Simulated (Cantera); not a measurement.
## Thermodynamics of carbon deposition, reforming and gasification, feed C6H6 + H2O

Feed: 1 mol C6H6, 0.52 mol H2O, held at 2480 Torr.

Cantera equilibrium calculation (NASA polynomials, part measured and part estimated; ideal gas, pure solids and liquids). Candidate condensed phases: C, C6H6, C7H8, C8H18, H2O; 110 gas species. Equilibrium is a limit: real reactors are often held back by kinetics, nucleation or transport.

```json
[
 {"T (K)": "1175", "log p H2": "0.43", "log p CO": "-0.40", "log p CH4": "-0.85", "log p H2O": "-1.42", "log p H": "-6.69", "log p C2H2 (acetylene)": "-6.76", "log p CO2": "-2.36", "log p CH3": "-6.70", "n C(graphite)": "5.37"},
 {"T (K)": "1275", "log p H2": "0.45", "log p CO": "-0.38", "log p CH4": "-1.14", "log p H2O": "-1.86", "log p H": "-5.91", "log p C2H2 (acetylene)": "-5.97", "log p CO2": "-2.91", "log p CH3": "-6.21", "n C(graphite)": "5.41"},
 {"T (K)": "1375", "log p H2": "0.45", "log p CO": "-0.37", "log p CH4": "-1.40", "log p H2O": "-2.26", "log p H": "-5.24", "log p C2H2 (acetylene)": "-5.30", "log p CO2": "-3.40", "log p CH3": "-5.79", "n C(graphite)": "5.44"},
 {"T (K)": "1475", "log p H2": "0.45", "log p CO": "-0.37", "log p CH4": "-1.63", "log p H2O": "-2.60", "log p H": "-4.66", "log p C2H2 (acetylene)": "-4.72", "log p CO2": "-3.82", "log p CH3": "-5.44", "n C(graphite)": "5.45"},
 {"T (K)": "1575", "log p H2": "0.46", "log p CO": "-0.37", "log p CH4": "-1.83", "log p H2O": "-2.90", "log p H": "-4.15", "log p C2H2 (acetylene)": "-4.22", "log p CO2": "-4.19", "log p CH3": "-5.13", "n C(graphite)": "5.46"},
 {"T (K)": "1675", "log p H2": "0.46", "log p CO": "-0.37", "log p CH4": "-2.01", "log p H2O": "-3.17", "log p H": "-3.71", "log p C2H2 (acetylene)": "-3.78", "log p CO2": "-4.52", "log p CH3": "-4.86", "n C(graphite)": "5.47"},
 {"T (K)": "1775", "log p H2": "0.46", "log p CO": "-0.37", "log p CH4": "-2.16", "log p H2O": "-3.40", "log p H": "-3.31", "log p C2H2 (acetylene)": "-3.39", "log p CO2": "-4.80", "log p CH3": "-4.62", "n C(graphite)": "5.47"},
 {"T (K)": "1875", "log p H2": "0.46", "log p CO": "-0.37", "log p CH4": "-2.30", "log p H2O": "-3.61", "log p H": "-2.95", "log p C2H2 (acetylene)": "-3.04", "log p CO2": "-5.06", "log p CH3": "-4.41", "n C(graphite)": "5.47"},
 {"T (K)": "1975", "log p H2": "0.46", "log p CO": "-0.37", "log p CH4": "-2.43", "log p H2O": "-3.80", "log p H": "-2.64", "log p C2H2 (acetylene)": "-2.73", "log p CO2": "-5.28", "log p CH3": "-4.22", "n C(graphite)": "5.47"},
 {"T (K)": "2075", "log p H2": "0.46", "log p CO": "-0.37", "log p CH4": "-2.54", "log p H2O": "-3.97", "log p H": "-2.35", "log p C2H2 (acetylene)": "-2.45", "log p CO2": "-5.49", "log p CH3": "-4.05", "n C(graphite)": "5.47"},
 {"T (K)": "2175", "log p H2": "0.46", "log p CO": "-0.37", "log p CH4": "-2.64", "log p H2O": "-4.12", "log p H": "-2.08", "log p C2H2 (acetylene)": "-2.20", "log p CO2": "-5.67", "log p CH3": "-3.90", "n C(graphite)": "5.46"},
 {"T (K)": "2275", "log p H2": "0.45", "log p CO": "-0.37", "log p CH4": "-2.74", "log p H2O": "-4.26", "log p H": "-1.84", "log p C2H2 (acetylene)": "-1.96", "log p CO2": "-5.83", "log p CH3": "-3.76", "n C(graphite)": "5.45"},
 {"T (K)": "2375", "log p H2": "0.45", "log p CO": "-0.37", "log p CH4": "-2.83", "log p H2O": "-4.39", "log p H": "-1.62", "log p C2H2 (acetylene)": "-1.75", "log p CO2": "-5.98", "log p CH3": "-3.64", "n C(graphite)": "5.43"},
 {"T (K)": "2475", "log p H2": "0.45", "log p CO": "-0.37", "log p CH4": "-2.91", "log p H2O": "-4.51", "log p H": "-1.42", "log p C2H2 (acetylene)": "-1.56", "log p CO2": "-6.12", "log p CH3": "-3.52", "n C(graphite)": "5.41"}
]
```
log p: log10 of the partial pressure in bar; n: condensed amount in mol.

From 1175 K to 2475 K the condensed part is C(graphite). The main C-bearing gas is CO throughout.
